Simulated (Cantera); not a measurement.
Input: 1 mol Cu, 12 mol CO2, 55 mol N2, held at 1075 K.

Equilibrium computed with Cantera from the NASA thermochemical tables; the gas is ideal and each condensed phase is pure. Candidate condensed phases: C, Cu, CuO, Cu2O; 27 gas species. Mutual solubility and eutectic melting of coexisting phases are not modelled. Rates play no part.

### Question
Which condensed phases are stable at each of these points (P (Pa)): 10, 82, 670, 5500, 45000, 370000, 3000000?

### Answer
| P (Pa) | condensed phases | Cu condensed (%) |
|---|---|---|
| 10 | Cu(s) | 100.0 |
| 82 | Cu(s) | 100.0 |
| 670 | Cu(s) + Cu2O(s) | 100.0 |
| 5500 | Cu(s) + Cu2O(s) | 100.0 |
| 45000 | Cu(s) + Cu2O(s) | 100.0 |
| 370000 | Cu(s) + Cu2O(s) | 100.0 |
| 3000000 | Cu(s) + Cu2O(s) | 100.0 |

From 10.0 Pa to 82.0 Pa the condensed part is Cu(s). From 670 Pa to 3000000 Pa the condensed part is Cu(s) + Cu2O(s).
